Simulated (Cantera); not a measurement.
A closed system holds: 1 mol SiH2Cl2, 56 mol H2, held at 2098 K and 4400 Pa.

These are equilibrium values from Cantera (NASA tables, ideal gas, pure condensed phases), not measurements of a reactor. Candidate condensed phases: Si; 19 gas species. The tables' values for SiCl are old estimates; treat these amounts as uncertain. Gases not in the tables: Si2H6 and higher silanes. Kinetics and transport are ignored.

Question: What is the equilibrium state?

Answer: 
| Quantity | Result |
|---|---|
| x(H2) | 0.950 |
| x(HCl) | 0.0295 |
| x(H) | 0.0143 |
| x(Si) | 0.00297 |
| x(SiCl2) | 0.00196 |
| x(SiCl) | 0.000357 |
| x(SiH) | 0.000331 |
| x(Cl) | 0.000327 |
| x(SiH2) | 0.000172 |
| n(Si(l)) | 0.654 mol |
| gas amount | 58.63 mol |
